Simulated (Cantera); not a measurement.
# Ignition delay

Mixture: 25.5 % H2, 11.6 % O2, 51.1 % N2, 11.7 % H2O, equivalence ratio 1.1, at 500000 Pa, adiabatic and at constant pressure. Ignition delay is the time to a rise of 400 K.

Detailed kinetics in Cantera: GRI-Mech 3.0 (53 species, 325 reactions). The hydrogen kinetics of GRI-Mech 3.0 are dated; newer H2 mechanisms differ, most at raised pressure. Where the delays flatten at high temperature, the 400 K rule measures the pace of heat release, not the induction time.

```tsv
T0 (K)	delay (ms)
1150	0.566
1250	0.0386
1350	0.00884
1450	0.00486
1550	0.00332
1650	0.00255
1750	0.00212
1850	0.00188
1950	0.00177
```
